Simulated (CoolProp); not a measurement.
Saturation properties of cyclopropane (Tc = 398.7 K, pc = 5605 kPa, ω = 0.131).

The numbers come from the reference Helmholtz-energy equation of state, Polt 1992 in CoolProp. This equation is an older, rougher fit; its heat capacities, sound speeds and derivatives of the liquid may be far off and weren't checked against measurements.

```csv
T (K),p (kPa),vapour density (kg/m³),enthalpy of vaporisation (kJ/kg),surface tension (mN/m)
284.2,487.3,9.650,424.0,13.2
286.9,528.0,10.42,419.8,12.8
289.6,571.1,11.24,415.7,12.4
292.3,616.7,12.10,411.5,12.0
295,664.9,13.01,407.4,11.6
297.6,713.9,13.95,403.4,11.2
300.3,767.5,14.97,399.2,10.8
303,824.1,16.05,395.1,10.4
305.7,883.6,17.19,390.8,10.0
308.4,946.2,18.39,386.5,9.63
311.1,1012,19.67,382.2,9.26
313.8,1081,21.01,377.8,8.88
```

Surface tension comes from a separate correlation (Mulero 2014).
